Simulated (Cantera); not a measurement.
Charge: 1 mol C2H2, 0.022 mol O2, 9.3 mol N2, 2.9 mol NH3, at 798.15 K and 0.00133 bar.

Cantera equilibrium calculation (NASA polynomials, part measured and part estimated; ideal gas, pure solids and liquids). Candidate condensed phases: C, C6H6, C7H8, C8H18, H2O; 136 gas species. The numbers say what is thermodynamically allowed, not how fast it happens.

Base state: N2 0.666, H2 0.331, CO 0.00269, CH4 0.000202, H2O 2.92e-5 (mole fractions); condensed: C(graphite).

Question: What changes in the equilibrium state with this change: pressure from 0.00133 bar to 0.380 bar?

Answer: 
```json
[
 {"species": "N2", "before": "0.666", "after": "0.692"},
 {"species": "H2", "before": "0.331", "after": "0.267"},
 {"species": "CH4", "before": "0.000202", "after": "0.0376"},
 {"species": "NH3", "before": "6.31e-7", "after": "0.000133"},
 {"species": "H2O", "before": "2.92e-5", "after": "0.00199"},
 {"species": "CO2", "before": "1.02e-6", "after": "2.53e-5"},
 {"species": "CO", "before": "0.00269", "after": "0.000797"},
 {"species": "C(graphite), mol", "before": "1.95", "after": "1.40"}
]
```
